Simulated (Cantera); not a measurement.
A perfectly stirred reactor is fed with 14.4 % CH3OH, 18.0 % O2, 67.6 % N2, equivalence ratio 1.2, at 1.00 bar; it is adiabatic with a 725 K inlet, and is followed from long to short residence time, starting on the burning branch (τ in s: 0.14, 0.065, 0.03, 0.014, 0.0063, 0.0029, 0.0013, 0.00061, 0.00028, 0.00013, 5.9e-05, 2.7e-05, 1.3e-05).

Computed with Cantera and GRI-Mech 3.0 (53 species, 325 reactions). GRI-Mech 3.0 was tuned for natural gas; its chemistry of methanol as a main component is partial and can be far from experiment.

**Question.** Predict: blow-out, bracketed by the residence times tried; x(CH3OH) at τ = 0.140 s; x(O2) at τ = 0.140 s; x(CH2O) at τ = 0.140 s; x(OH) at τ = 0.140 s; x(CH2) at τ = 0.140 s; x(CH3OH) at τ = 1.30 ms; x(O2) at τ = 1.30 ms; x(CH2O) at τ = 1.30 ms; x(OH) at τ = 1.30 ms; x(CH2) at τ = 1.30 ms.

**Answer.** 
| Property | Value |
|---|---|
| blow-out, bracketed by the residence times tried | burning at 59.0 µs, out at 27.0 µs |
| x(CH3OH) at τ = 0.140 s | 3.71e-7 |
| x(O2) at τ = 0.140 s | 0.00167 |
| x(CH2O) at τ = 0.140 s | 4.08e-7 |
| x(OH) at τ = 0.140 s | 0.00499 |
| x(CH2) at τ = 0.140 s | 2.40e-8 |
| x(CH3OH) at τ = 1.30 ms | 1.57e-5 |
| x(O2) at τ = 1.30 ms | 0.00831 |
| x(CH2O) at τ = 1.30 ms | 1.54e-5 |
| x(OH) at τ = 1.30 ms | 0.0104 |
| x(CH2) at τ = 1.30 ms | 7.49e-7 |
